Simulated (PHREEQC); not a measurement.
**Brine: speciation**

Solution (25 °C): 0.82 mol/kgw K2CO3 and 0.0076 mol/kgw K2SO4. Closed to the air; pH follows from the charge balance.

All values are PHREEQC results (Pitzer model, pitzer.dat), not measurements.

This is a speciation only: nothing precipitates in the calculation.

**Question.** Estimate the pH, activity of water.

**Answer.** pH 11.82; activity of water 0.965.

Complexes and solids missing from the database can't appear. In brines, pH and single-ion activities rest on the MacInnes convention.
